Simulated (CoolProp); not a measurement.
R143a along the isotherm 500 K: Z from the reference equation and from simpler models built on Tc = 345.9 K, pc = 3.762 MPa, ω = 0.261; each cubic takes its own stable root.

Computed with CoolProp (reference Helmholtz-energy equation of state, Lemmon and Jacobsen 2000).

| p (MPa) | phase | reference |
|---|---|---|
| 2.89 | gas | 0.9295 |
| 5.79 | supercritical | 0.8654 |
| 8.68 | supercritical | 0.8151 |
| 11.6 | supercritical | 0.7847 |
| 14.5 | supercritical | 0.7772 |
| 17.4 | supercritical | 0.7893 |
| 20.3 | supercritical | 0.8151 |
| 23.1 | supercritical | 0.8484 |
| 26 | supercritical | 0.8883 |
| 28.9 | supercritical | 0.9315 |
| 31.8 | supercritical | 0.9770 |
| 34.7 | supercritical | 1.024 |
| 37.6 | supercritical | 1.071 |

### Question
How far does each simpler model (van der Waals, Redlich-Kwong, Peng-Robinson) lie from the reference over these 13 states: mean and median of the absolute difference, and the worst?

### Answer
- van der Waals: mean 11.9 %, median 9.3 %, worst +24.4 % at 500 K and 37.6 MPa
- Redlich-Kwong: mean 3.5 %, median 3.2 %, worst +6.1 % at 500 K and 37.6 MPa
- Peng-Robinson: mean 4.9 %, median 5.4 %, worst +7.3 % at 500 K and 20.3 MPa
